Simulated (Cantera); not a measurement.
Input: 1 mol Si, 1.3 mol F2, equilibrated at 552 °C and 4.00 mbar.

These are equilibrium values from Cantera (NASA tables, ideal gas, pure condensed phases), not measurements of a reactor. Candidate condensed phases: Si; 9 gas species. The tables' values for SiF3 are old estimates; treat these amounts as uncertain. Equilibrium is a limit: real reactors are often held back by kinetics, nucleation or transport.

Base state: SiF4 1.000, SiF3 0.000105 (mole fractions); condensed: Si(s).

Question: What changes in the equilibrium state with this change: F2 from 1.3 to 2.1 mol?

Answer: 
```json
[
 {"species": "SiF4", "before": "1.000", "after": "0.887"},
 {"species": "F2", "before": "<1e-9", "after": "0.0645"},
 {"species": "F", "before": "<1e-9", "after": "0.0485"},
 {"species": "SiF3", "before": "0.000105", "after": "<1e-9"},
 {"species": "Si(s), mol", "before": "0.350", "after": "0"}
]
```
